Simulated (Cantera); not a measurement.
Charge: 1 mol Si2H6, a varied amount of H2O, held at 1500 K and 420 Pa.

Equilibrium computed with Cantera from the NASA thermochemical tables; the gas is ideal and each condensed phase is pure. Candidate condensed phases: H2O, Si, SiO2; 18 gas species. The feed counts by its element totals alone. Mutual solubility and eutectic melting of coexisting phases are not modelled. The tables hold silica as quartz up to 1696 K and as liquid above; real silica turns to tridymite and cristobalite and melts near 1996 K. The numbers say what is thermodynamically allowed, not how fast it happens.

Task: What share of the Si ends up in condensed phases as a function of n(H2O) (mol), at 1.3, 1.6, 2, 2.6, 3.3, 4.1, 5.2?

Result: 
```tsv
n(H2O) (mol)	Si condensed (%)	as
1.3	69.7	Si(s) + SiO2(β-quartz)
1.6	67.6	Si(s) + SiO2(β-quartz)
2	64.8	Si(s) + SiO2(β-quartz)
2.6	60.6	Si(s) + SiO2(β-quartz)
3.3	65.0	SiO2(β-quartz)
4.1	100.0	SiO2(β-quartz)
5.2	100.0	SiO2(β-quartz)
```
